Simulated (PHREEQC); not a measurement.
Dissolve 6.8e-05 mol PbCl2, 3.2e-05 mol NaNO3 and 0.01 mol Cu(NO3)2 per kg of water at 85 °C. Closed to the air; pH follows from the charge balance.

Equilibrium calculation in PHREEQC: ion-association model, wateq4f.dat.

| quantity | before | after |
|---|---|---|
| pH | 4.08 | 4.87 |
| Cl- (mol/kgw) | 0.000117 | 0.000135 |
| Pb+2 (mol/kgw) | 5.93e-5 | 5.88e-5 |
| Cu2(OH)2+2 (mol/kgw) | 4.77e-5 | 4.80e-6 |
| CuCl+ (mol/kgw) | 1.81e-5 | 1.19e-6 |
| PbNO3+ (mol/kgw) | 8.28e-6 | 9.06e-6 |
| SI of Tenorite (CuO) | +0.12 | -0.54 |
| SI of Cu(OH)2 (Cu(OH)2) | -0.90 | -1.56 |

**Question.** Name the change that produced these shifts.
(A) Cu(NO3)2 from 0.01 to 0.1 mol/kgw
(B) NaNO3 replaced by LiNO3 at the same molality
(C) temperature from 85 to 15 °C
(D) NaNO3 from 3.2e-05 to 2.88e-05 mol/kgw

**Answer.** C, temperature from 85 to 15 °C

No solid was allowed to form. Some of these states are supersaturated (in Tenorite (slow to form), for instance). At this temperature some constants are extrapolated from 25 °C, and those without enthalpy data are left unchanged.
